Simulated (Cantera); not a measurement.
# Oxide etching and cleaning by halides: B2O3 + F2 + H2

Charge: 1 mol B2O3, 0.62 mol F2, a varied amount of H2, equilibrated at 1323.15 K and 5.70 Pa.

These are equilibrium values from Cantera (NASA tables, ideal gas, pure condensed phases), not measurements of a reactor. Candidate condensed phases: B, B2O3, B3O3H3, H2O; 43 gas species. Equilibrium is a limit: real reactors are often held back by kinetics, nucleation or transport.

From 0.27 mol H2 to 6.2 mol H2 the condensed part is B2O3(l). From 8.7 mol H2 to 12 mol H2 nothing is condensed. The main B-bearing gas is BOF throughout.

```json
[
 {"n(H2) (mol)": "0.27", "x H2": "2.85e-6", "x BOF": "0.632", "x HBO2": "0.123", "x H2O": "0.0527", "x HF": "0.0841", "x O2": "0.101", "n B2O3(l)": "0.337"},
 {"n(H2) (mol)": "0.38", "x H2": "5.60e-6", "x BOF": "0.588", "x HBO2": "0.155", "x H2O": "0.0840", "x HF": "0.0989", "x O2": "0.0666", "n B2O3(l)": "0.319"},
 {"n(H2) (mol)": "0.53", "x H2": "1.43e-5", "x BOF": "0.539", "x HBO2": "0.191", "x H2O": "0.127", "x HF": "0.112", "x O2": "0.0236", "n B2O3(l)": "0.293"},
 {"n(H2) (mol)": "0.76", "x H2": "0.0662", "x BOF": "0.481", "x HBO2": "0.201", "x H2O": "0.141", "x HF": "0.105", "x O2": "1.34e-9", "n B2O3(l)": "0.266"},
 {"n(H2) (mol)": "1.1", "x H2": "0.194", "x BOF": "0.417", "x HBO2": "0.183", "x H2O": "0.117", "x HF": "0.0827", "x O2": "1.09e-10", "n B2O3(l)": "0.240"},
 {"n(H2) (mol)": "1.5", "x H2": "0.303", "x BOF": "0.361", "x HBO2": "0.167", "x H2O": "0.0973", "x HF": "0.0653", "x O2": "3.06e-11", "n B2O3(l)": "0.215"},
 {"n(H2) (mol)": "2.2", "x H2": "0.433", "x BOF": "0.294", "x HBO2": "0.146", "x H2O": "0.0741", "x HF": "0.0464", "x O2": "8.67e-12", "n B2O3(l)": "0.176"},
 {"n(H2) (mol)": "3.1", "x H2": "0.541", "x BOF": "0.238", "x HBO2": "0.127", "x H2O": "0.0558", "x HF": "0.0326", "x O2": "3.16e-12", "n B2O3(l)": "0.136"},
 {"n(H2) (mol)": "4.3", "x H2": "0.631", "x BOF": "0.190", "x HBO2": "0.109", "x H2O": "0.0411", "x HF": "0.0224", "x O2": "1.25e-12", "n B2O3(l)": "0.0925"},
 {"n(H2) (mol)": "6.2", "x H2": "0.716", "x BOF": "0.145", "x HBO2": "0.0896", "x H2O": "0.0280", "x HF": "0.0141", "x O2": "<1e-12", "n B2O3(l)": "0.0370"},
 {"n(H2) (mol)": "8.7", "x H2": "0.782", "x BOF": "0.111", "x HBO2": "0.0716", "x H2O": "0.0198", "x HF": "0.00948", "x O2": "<1e-12", "n B2O3(l)": "0"},
 {"n(H2) (mol)": "12", "x H2": "0.835", "x BOF": "0.0838", "x HBO2": "0.0542", "x H2O": "0.0150", "x HF": "0.00722", "x O2": "<1e-12", "n B2O3(l)": "0"}
]
```
x: gas mole fraction; n: condensed amount in mol.
